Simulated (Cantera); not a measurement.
Input (Python, Cantera):

```python
import numpy as np
import cantera as ct

gas = ct.Solution("gri30.yaml")
gas.TPX = 650, 110000, {'CO': 1, 'H2': 0.082, 'O2': 0.492, 'N2': 1.85}
flame = ct.FreeFlame(gas, width=0.037)
flame.set_refine_criteria(ratio=3, slope=0.08, curve=0.16)
flame.transport_model = "mixture-averaged"
flame.solve(loglevel=0, auto=True)
z, T = flame.grid, flame.T
thick = (T[-1] - T[0]) / np.gradient(T, z).max()
show = ['CO', 'H2', 'O2', 'CO2', 'H2O', 'N2O']
print(f"laminar burning velocity  {flame.velocity[0] * 100:.3f} cm/s")
print(f"burnt temperature         {T[-1]:.1f} K")
print(f"thermal thickness         {thick * 1e3:.4f} mm")
print(f"grid points               {len(z)}")
z0 = z[flame.heat_release_rate.argmax()]
print(f"{'z/mm':>9s}{'T/K':>9s}{'u/(m/s)':>9s}" + "".join(f"{s:>11s}" for s in show))
rows = []
for k in (-3, -2, -1.5, -1, -0.5, -0.25, 0, 0.25, 0.5, 1, 2, 4, 8):
    zz = z0 + k * thick
    rows.append([k * thick, np.interp(zz, z, T), np.interp(zz, z, flame.velocity),
                 *(np.interp(zz, z, flame.X[gas.species_index(s)]) for s in show)])
    print(f"{rows[-1][0] * 1e3:9.3f}{rows[-1][1]:9.1f}{rows[-1][2]:9.3f}" + "".join(f"{x:11.3e}" for x in rows[-1][3:]))
```

Result:

```
laminar burning velocity  194.942 cm/s
burnt temperature         2529.5 K
thermal thickness         0.8007 mm
grid points               146
     z/mm      T/K  u/(m/s)         CO         H2         O2        CO2        H2O        N2O
   -2.402    650.0    1.949  2.921e-01  2.395e-02  1.437e-01  2.331e-11  3.280e-11  1.401e-18
   -1.601    650.0    1.949  2.921e-01  2.394e-02  1.437e-01  1.137e-10  2.745e-09  7.635e-18
   -1.201    650.0    1.949  2.921e-01  2.391e-02  1.437e-01  1.618e-09  2.862e-08  1.136e-16
   -0.801    650.0    1.949  2.921e-01  2.374e-02  1.437e-01  9.714e-08  8.045e-07  6.845e-15
   -0.400    654.6    1.960  2.924e-01  2.214e-02  1.438e-01  8.276e-05  1.220e-04  6.083e-12
   -0.200    788.6    2.347  2.863e-01  1.742e-02  1.395e-01  6.911e-03  3.285e-03  1.477e-09
    0.000   1225.4    3.581  2.446e-01  6.634e-03  1.101e-01  5.204e-02  1.457e-02  6.886e-08
    0.200   1558.8    4.445  1.849e-01  2.219e-03  7.121e-02  1.202e-01  1.628e-02  2.257e-07
    0.400   1740.3    4.876  1.523e-01  2.246e-03  5.423e-02  1.594e-01  1.364e-02  2.421e-07
    0.801   1918.9    5.301  1.346e-01  2.386e-03  4.613e-02  1.820e-01  1.456e-02  2.410e-07
    1.601   2089.9    5.704  1.233e-01  2.187e-03  4.133e-02  1.973e-01  1.750e-02  2.585e-07
    3.203   2244.1    6.056  1.102e-01  1.853e-03  3.569e-02  2.141e-01  1.981e-02  2.760e-07
    6.406   2376.2    6.347  9.660e-02  1.528e-03  2.959e-02  2.311e-01  2.151e-02  2.895e-07
```

Computed with Cantera and GRI-Mech 3.0 (53 species, 325 reactions). Burning velocities carry a grid error of a few per cent, more on coarse grids.
